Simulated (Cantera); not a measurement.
An adiabatic, constant-volume homogeneous reactor starts with 25.0 % H2, 6.25 % O2, 68.8 % N2, equivalence ratio 2.0, at 1773 K and 0.240 bar.

Detailed kinetics in Cantera: the H2/O2 subset of GRI-Mech 3.0, which has no nitrogen chemistry.

**Question.** Predict: time of steepest temperature rise; temperature at 0.300 s; equilibrium temperature; x(H2) at 0.300 s; x(O2) at 0.300 s; x(H2O) at 0.300 s; x(O) at 0.300 s; x(H2O2) at 0.300 s; x(OH) at 0.300 s; x(HO2) at 0.300 s.

**Answer.** time of steepest temperature rise: 48.9 µs
temperature at 0.300 s: 2608 K
equilibrium temperature: 2608 K
x(H2) at 0.300 s: 0.123 (gas-phase equilibrium 0.123)
x(O2) at 0.300 s: 0.000295 (gas-phase equilibrium 0.000295)
x(H2O) at 0.300 s: 0.124 (gas-phase equilibrium 0.124)
x(O) at 0.300 s: 0.000719 (gas-phase equilibrium 0.000719)
x(H2O2) at 0.300 s: 1.09e-8 (gas-phase equilibrium 1.09e-8)
x(OH) at 0.300 s: 0.00568 (gas-phase equilibrium 0.00568)
x(HO2) at 0.300 s: 1.15e-7 (gas-phase equilibrium 1.15e-7)
